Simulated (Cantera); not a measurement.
**Reactions in the system H-O-V**

Standard-state values (1 bar) from the NASA 1993 polynomials, evaluated with Cantera. Values are per mole of reaction as written; species without (g) are pure solids or liquids, kept so even where they would boil at 1 bar.

V2O3 ⇌ O3(g) + 2 V

```json
[
 {"T (K)": "1798", "ΔH° (kJ)": "1326.5", "ΔS° (J/K)": "159.2", "ΔG° (kJ)": "1040.3", "log10 K": "-30.22", "condensed phases": "V2O3(s), V(s)"},
 {"T (K)": "1948", "ΔH° (kJ)": "1323.3", "ΔS° (J/K)": "157.5", "ΔG° (kJ)": "1016.5", "log10 K": "-27.26", "condensed phases": "V2O3(s), V(s)"},
 {"T (K)": "2098", "ΔH° (kJ)": "1320.5", "ΔS° (J/K)": "156.1", "ΔG° (kJ)": "993.0", "log10 K": "-24.72", "condensed phases": "V2O3(s), V(s)"},
 {"T (K)": "2248", "ΔH° (kJ)": "1364.1", "ΔS° (J/K)": "176.0", "ΔG° (kJ)": "968.4", "log10 K": "-22.50", "condensed phases": "V2O3(s), V(l)"},
 {"T (K)": "2398", "ΔH° (kJ)": "1246.7", "ΔS° (J/K)": "125.8", "ΔG° (kJ)": "945.0", "log10 K": "-20.58", "condensed phases": "V2O3(l), V(l)"},
 {"T (K)": "2548", "ΔH° (kJ)": "1249.0", "ΔS° (J/K)": "126.7", "ΔG° (kJ)": "926.0", "log10 K": "-18.98", "condensed phases": "V2O3(l), V(l)"},
 {"T (K)": "2698", "ΔH° (kJ)": "1251.7", "ΔS° (J/K)": "127.8", "ΔG° (kJ)": "907.0", "log10 K": "-17.56", "condensed phases": "V2O3(l), V(l)"},
 {"T (K)": "2848", "ΔH° (kJ)": "1254.9", "ΔS° (J/K)": "128.9", "ΔG° (kJ)": "887.7", "log10 K": "-16.28", "condensed phases": "V2O3(l), V(l)"}
]
```

10 H(g) + 2 V2O5 ⇌ 4 V + 5 H2O2(g)

| T (K) | ΔH° (kJ) | ΔS° (J/K) | ΔG° (kJ) | log10 K | condensed phases |
|---|---|---|---|---|---|
| 1798 | -94.9 | -525.4 | 849.9 | -24.69 | V2O5(l), V(s) |
| 1948 | -105.1 | -530.9 | 929.1 | -24.91 | V2O5(l), V(s) |
| 2098 | -113.2 | -534.9 | 1009.1 | -25.12 | V2O5(l), V(s) |
| 2248 | -27.3 | -495.7 | 1087.1 | -25.26 | V2O5(l), V(l) |
| 2398 | -31.0 | -497.3 | 1161.6 | -25.30 | V2O5(l), V(l) |
| 2548 | -34.2 | -498.6 | 1236.3 | -25.34 | V2O5(l), V(l) |
| 2698 | -36.8 | -499.6 | 1311.1 | -25.38 | V2O5(l), V(l) |
| 2848 | -39.0 | -500.4 | 1386.2 | -25.42 | V2O5(l), V(l) |
